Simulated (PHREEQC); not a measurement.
A solution holds 3.8 mmol/kgw NaOH, 0.62 mmol/kgw KHF2 and 110 mmol/kgw NaHCO3, at 25 °C. Closed to the air; pH follows from the charge balance.

Equilibrium calculation in PHREEQC: ion-association model, phreeqc.dat.

No solid was allowed to form.

Q: Order these C species by the share of C that they hold, largest first: NaHCO3, CO3-2, CO2, NaCO3-, HCO3-.

A: HCO3- (92 %), NaHCO3 (3.3 %), CO3-2 (2.0 %), NaCO3- (1.5 %), CO2 (0.70 %)

The pH is 8.35 and the ionic strength 0.111 mol/kgw. Complexes and solids missing from the database can't appear.
